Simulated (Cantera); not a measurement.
A perfectly stirred reactor is fed with 15.3 % H2, 17.8 % O2, 66.9 % N2, equivalence ratio 0.43, at 4.30 bar; it is adiabatic with a 698 K inlet, and is followed from long to short residence time, starting on the burning branch (τ in s: 0.03, 0.015, 0.0076, 0.0038, 0.0019, 0.00095, 0.00048, 0.00024, 0.00012, 6e-05, 3e-05, 1.5e-05).

Detailed kinetics in Cantera: the H2/O2 subset of GRI-Mech 3.0, which has no nitrogen chemistry. The hydrogen kinetics of GRI-Mech 3.0 are dated; newer H2 mechanisms differ, most at raised pressure.

x: mole fraction; the columns are a selection and need not sum to one.

```csv
τ (s),T (K),x H2,x O2,x H2O2,x O,x H
0.030,1833,7.85e-5,0.109,1.88e-7,6.38e-5,4.27e-6
0.015,1832,0.000121,0.109,2.36e-7,9.24e-5,7.59e-6
0.0076,1830,0.000188,0.109,3.05e-7,0.000138,1.40e-5
0.0038,1828,0.000295,0.109,4.00e-7,0.000215,2.71e-5
0.0019,1824,0.000464,0.109,5.27e-7,0.000337,5.31e-5
0.00095,1818,0.000730,0.109,6.93e-7,0.000531,0.000105
0.00048,1810,?,0.109,?,?,?
0.00024,1797,0.00179,0.108,1.18e-6,0.00129,0.000400
0.00012,1779,0.00279,0.108,1.54e-6,0.00198,0.000771
6.0e-5,1752,?,0.108,?,?,?
3.0e-5,1712,0.00684,0.109,2.81e-6,0.00421,0.00264
1.5e-5,1654,0.0110,0.110,4.12e-6,0.00558,0.00456
```

Task: Fill in the missing entries.

Result: 
- 0.00048, x H2: 0.00114
- 0.00048, x H2O2: 9.03e-7
- 0.00048, x O: 0.000829
- 0.00048, x H: 0.000204
- 6.0e-5, x H2: 0.00436
- 6.0e-5, x H2O2: 2.05e-6
- 6.0e-5, x O: 0.00295
- 6.0e-5, x H: 0.00145
